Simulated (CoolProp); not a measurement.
Properties of R124 at several states.

Model: reference Helmholtz-energy equation of state, de Vries 1995, in CoolProp.

```tsv
T (K)	p (MPa)	phase	conductivity (mW/(m K))	Prandtl number
342.8	16	liquid	66.9	3.57
221.8	0.368	liquid	96.4	7.45
371	0.388	gas	19.3	0.710
```

Viscosity comes from a separate model (Bell 2016), an estimate that may be off by 10 % or more. Thermal conductivity comes from a separate model (Huber 2003), an estimate that may be off by 10 % or more.
